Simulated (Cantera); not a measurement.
A perfectly stirred reactor is fed with NH₃ : H₂ = 1 : 18 (molar parts), at 100000 Pa; it is held at 1900 K, and followed from long to short residence time.

Cantera simulation using the gas-phase N/H chemistry of the illustrative SiF4/NH3 mechanism in the Surface Chemkin manual (1991); the numbers are that mechanism's predictions, not measurements. Walls and surfaces, which speed up NH3 decomposition in real reactors, are not modelled.

x: mole fraction; the columns are a selection and need not sum to one.

| τ (s) | x NH₃ | x H₂ | x H | x NH | x N₂ | x N₂H₄ | x NH₂ |
|---|---|---|---|---|---|---|---|
| 21 | 0.00384 | 0.972 | 0.000775 | ___ | 0.0232 | 7.98e-11 | 8.57e-6 |
| 7.3 | 0.00652 | 0.971 | 0.000758 | ___ | 0.0219 | 2.21e-10 | 1.43e-5 |
| 2.6 | 0.0109 | 0.969 | 0.000730 | ___ | 0.0198 | 5.79e-10 | 2.31e-5 |
| 0.92 | 0.0181 | 0.965 | 0.000688 | ___ | 0.0164 | 1.42e-9 | 3.62e-5 |
| 0.33 | 0.0281 | 0.960 | 0.000640 | ___ | 0.0116 | 2.99e-9 | 5.24e-5 |
| 0.12 | 0.0384 | 0.954 | 0.000600 | ___ | 0.00670 | 4.97e-9 | 6.76e-5 |
| 0.041 | 0.0464 | 0.950 | 0.000569 | 1.84e-6 | 0.00291 | 6.58e-9 | 7.78e-5 |
| 0.015 | 0.0502 | 0.948 | 0.000543 | 1.82e-6 | 0.00110 | 7.04e-9 | 8.05e-5 |
| 0.0051 | 0.0519 | 0.947 | 0.000492 | ___ | 0.000305 | 6.19e-9 | 7.54e-5 |
| 0.0018 | 0.0524 | 0.947 | 0.000378 | ___ | 5.39e-5 | 3.74e-9 | 5.86e-5 |

Q: What belongs in the gaps?

A: 
- 21, x NH: 2.71e-7
- 7.3, x NH: 4.42e-7
- 2.6, x NH: 6.89e-7
- 0.92, x NH: 1.02e-6
- 0.33, x NH: 1.38e-6
- 0.12, x NH: 1.68e-6
- 0.0051, x NH: 1.55e-6
- 0.0018, x NH: 9.25e-7
